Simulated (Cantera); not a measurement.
Input: 1 mol B, 0.057 mol O₂, 140 mol N₂, held at 1175 °C and 17.0 mbar.

These are equilibrium values from Cantera (NASA tables, ideal gas, pure condensed phases), not measurements of a reactor. Candidate condensed phases: B, BN, B₂O₃; 17 gas species. N₂ is the only nitrogen source here; it is nearly inert below about 1500 K, so the nitride shown seldom forms there in practice. Equilibrium is a limit: real reactors are often held back by kinetics, nucleation or transport.

Base state: N₂ 1.000, B₂O₃ 0.000267 (mole fractions); condensed: BN(s).

What changes in the equilibrium state with this change: temperature from 1175 °C to 602 °C?


```csv
species,before,after
N₂,1.000,1.00
B₂O₃,0.000267,<1e-9
"BN(s), mol",0.923,0.924
"B₂O₃(l), mol",0,0.0380
```
